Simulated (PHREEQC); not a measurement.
0.64 g of hydrous ferric oxide (600 m²/g; 0.2 weak and 0.005 strong sites per Fe, Dzombak-Morel constants, diffuse double layer) in 1 kg of water with 0.1 mol/kgw of an inert sodium salt and 9.9e-06 mol MgCl2 and 0.00063 mol CaCl2, at 25 °C; the pH is set by adding NaOH or the inert anion's acid. Oxygen is held at 0.21 atm. CO2 from the air is kept out. Nothing may precipitate in this run.

Base run: PHREEQC, ion-association model, wateq4f.dat. Each further column changes one thing. The table gives Ca sorbed (%).

```json
[
 {"pH": "3", "base": "0.0", "no electrostatic term (-no_edl)": "0.0", "background salt from 0.1 to 0.01 mol/kgw": "0.0", "oxide from 0.64 to 3.2 g/kgw": "0.0", "0.0026 mol/kgw H3BO3 added": "0.0"},
 {"pH": "3.5", "base": "0.0", "no electrostatic term (-no_edl)": "0.0", "background salt from 0.1 to 0.01 mol/kgw": "0.0", "oxide from 0.64 to 3.2 g/kgw": "0.0", "0.0026 mol/kgw H3BO3 added": "0.0"},
 {"pH": "4", "base": "0.0", "no electrostatic term (-no_edl)": "0.1", "background salt from 0.1 to 0.01 mol/kgw": "0.0", "oxide from 0.64 to 3.2 g/kgw": "0.0", "0.0026 mol/kgw H3BO3 added": "0.0"},
 {"pH": "5", "base": "0.0", "no electrostatic term (-no_edl)": "0.6", "background salt from 0.1 to 0.01 mol/kgw": "0.0", "oxide from 0.64 to 3.2 g/kgw": "0.0", "0.0026 mol/kgw H3BO3 added": "0.0"},
 {"pH": "5.5", "base": "0.0", "no electrostatic term (-no_edl)": "1.5", "background salt from 0.1 to 0.01 mol/kgw": "0.0", "oxide from 0.64 to 3.2 g/kgw": "0.1", "0.0026 mol/kgw H3BO3 added": "0.0"},
 {"pH": "6", "base": "0.1", "no electrostatic term (-no_edl)": "3.0", "background salt from 0.1 to 0.01 mol/kgw": "0.0", "oxide from 0.64 to 3.2 g/kgw": "0.3", "0.0026 mol/kgw H3BO3 added": "0.1"},
 {"pH": "6.5", "base": "0.3", "no electrostatic term (-no_edl)": "4.3", "background salt from 0.1 to 0.01 mol/kgw": "0.2", "oxide from 0.64 to 3.2 g/kgw": "1.4", "0.0026 mol/kgw H3BO3 added": "0.3"},
 {"pH": "7", "base": "1.3", "no electrostatic term (-no_edl)": "5.3", "background salt from 0.1 to 0.01 mol/kgw": "1.2", "oxide from 0.64 to 3.2 g/kgw": "6.2", "0.0026 mol/kgw H3BO3 added": "1.3"},
 {"pH": "8", "base": "8.5", "no electrostatic term (-no_edl)": "10.6", "background salt from 0.1 to 0.01 mol/kgw": "10.3", "oxide from 0.64 to 3.2 g/kgw": "36.5", "0.0026 mol/kgw H3BO3 added": "8.5"},
 {"pH": "8.5", "base": "22.3", "no electrostatic term (-no_edl)": "18.6", "background salt from 0.1 to 0.01 mol/kgw": "28.3", "oxide from 0.64 to 3.2 g/kgw": "69.0", "0.0026 mol/kgw H3BO3 added": "22.2"},
 {"pH": "9", "base": "47.2", "no electrostatic term (-no_edl)": "28.1", "background salt from 0.1 to 0.01 mol/kgw": "55.2", "oxide from 0.64 to 3.2 g/kgw": "93.0", "0.0026 mol/kgw H3BO3 added": "47.0"}
]
```

The oxide is taken as insoluble; below pH 4 it would dissolve.
